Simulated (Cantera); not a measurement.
A freely propagating, adiabatic, planar premixed flame of H2 : O2 : N2 = 1 : 0.217 : 0.826 (molar parts), unburnt at 423 K and 1.00 bar; mixture-averaged transport, grid criteria slope 0.08 and curve 0.16, no radiation.

Detailed kinetics in Cantera: the H2/O2 subset of GRI-Mech 3.0, which has no nitrogen chemistry. Burning velocities carry a grid error of a few per cent, more on coarse grids.

x: mole fraction of selected species; z is measured from the peak of heat release.

```csv
z (mm),T (K),u (m/s),x H2,x O2,x HO2,x O,x H,x H2O
-1.19,423,4.77,0.489,0.106,<1e-8,<1e-8,<1e-8,<1e-8
-0.796,423,4.77,0.489,0.106,<1e-8,<1e-8,<1e-8,<1e-8
-0.597,423,4.77,0.489,0.106,<1e-8,<1e-8,<1e-8,<1e-8
-0.398,423,4.77,0.489,0.106,1.70e-7,<1e-8,<1e-8,2.95e-7
-0.199,?,5.13,0.484,0.107,0.000276,7.57e-6,8.79e-5,0.00109
-0.0995,?,8.09,0.449,0.0990,0.000194,0.000211,0.00654,0.0250
0,?,12.0,0.370,0.0686,7.45e-5,0.00171,0.0351,0.0931
0.0995,1394,14.7,0.295,0.0240,2.39e-5,0.00215,0.0650,0.179
0.199,1513,15.9,0.269,0.00537,5.15e-6,0.00102,0.0725,0.215
0.398,1615,16.8,0.268,0.000442,4.10e-7,0.000481,0.0651,0.226
0.796,1717,17.8,0.276,0.000128,1.29e-7,0.000341,0.0516,0.229
1.59,1813,18.6,0.285,7.65e-5,8.02e-8,0.000212,0.0378,0.231
3.19,1896,19.4,0.293,3.86e-5,4.44e-8,0.000110,0.0257,0.233
```

Problem. Complete the blanks.

Solution. 
- -0.199, T (K): 459
- -0.0995, T (K): 744
- 0, T (K): 1133
